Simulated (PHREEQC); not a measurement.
Consider water at 20 °C with 0.042 mol/kgw HF, 0.0015 mol/kgw KF, 0.00094 mol/kgw H2SiF6 and 0.26 mol/kgw H2SO4. Closed to the air; pH follows from the charge balance.

Computed with PHREEQC (ion-association model, phreeqc.dat).

Each row changes one thing in this solution. This is a speciation only: nothing precipitates in the calculation.

| case | pH | ionic strength (mol/kgw) | HSO4- (mol/kgw) | HF (mol/kgw) | SO4-2 (mol/kgw) | K+ (mol/kgw) | SI of Quartz (SiO2) |
|---|---|---|---|---|---|---|---|
| as made | 0.64 | 0.331 | 0.226 | 0.0432 | 0.0338 | 0.00143 | -4.43 |
| diluted 5-fold with water | 1.25 | 0.0827 | 0.0370 | 0.00855 | 0.0150 | 0.000289 | -1.78 |
| HF left out | 0.64 | 0.329 | 0.226 | 0.00488 | 0.0339 | 0.00143 | (withheld) |
| H2SO4 from 0.26 to 0.234 mol/kgw | 0.68 | 0.301 | 0.202 | 0.0432 | 0.0321 | 0.00143 | (withheld) |
| KF from 0.0015 to 0.00225 mol/kgw | 0.64 | 0.331 | 0.226 | 0.0440 | 0.0339 | 0.00214 | (withheld) |
| KF from 0.0015 to 0.015 mol/kgw | 0.66 | 0.333 | 0.224 | 0.0566 | 0.0350 | 0.0143 | -5.17 |

Complete the blanks.


- HF left out, SI of Quartz (SiO2): +0.85
- H2SO4 from 0.26 to 0.234 mol/kgw, SI of Quartz (SiO2): -4.48
- KF from 0.0015 to 0.00225 mol/kgw, SI of Quartz (SiO2): -4.47

Species that the database lacks are ignored. Some of these states are supersaturated (in Quartz (slow to form), Chalcedony (slow to form), for instance). SiF6-2 is the database's only silicon fluoride.
